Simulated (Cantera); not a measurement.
Feed: 1 mol Si, 18 mol HBr, 11 mol H2, at 0.100 bar.

Cantera equilibrium calculation (NASA polynomials, part measured and part estimated; ideal gas, pure solids and liquids). Candidate condensed phases: Br2, Si; 19 gas species. The tables' values for SiBr3 are old estimates; treat these amounts as uncertain. The numbers say what is thermodynamically allowed, not how fast it happens.

log p: log10 of the partial pressure in bar; nothing condenses.

| T (K) | log p HBr | log p H2 | log p SiBr4 | log p SiBr2 | log p SiBr3 | log p SiHBr3 |
|---|---|---|---|---|---|---|
| 898 | -1.30 | -1.33 | -2.45 | -8.38 | -6.80 | -5.28 |
| 948 | -1.30 | -1.33 | -2.45 | -7.52 | -6.27 | -5.07 |
| 998 | -1.30 | -1.33 | -2.45 | [?] | -5.80 | [?] |
| 1048 | -1.30 | -1.33 | -2.45 | -6.06 | -5.37 | -4.71 |
| 1098 | -1.30 | -1.33 | -2.45 | [?] | -4.99 | [?] |
| 1148 | -1.30 | -1.33 | -2.46 | -4.86 | -4.64 | -4.41 |
| 1198 | -1.30 | -1.33 | -2.47 | -4.35 | -4.33 | -4.29 |
| 1248 | -1.30 | -1.34 | -2.48 | -3.89 | -4.05 | -4.19 |
| 1298 | -1.30 | -1.34 | -2.52 | -3.49 | -3.82 | -4.13 |

Q: Some entries are withheld; supply them.

A: 
- 998, log p SiBr2: -6.75
- 998, log p SiHBr3: -4.88
- 1098, log p SiBr2: -5.43
- 1098, log p SiHBr3: -4.55
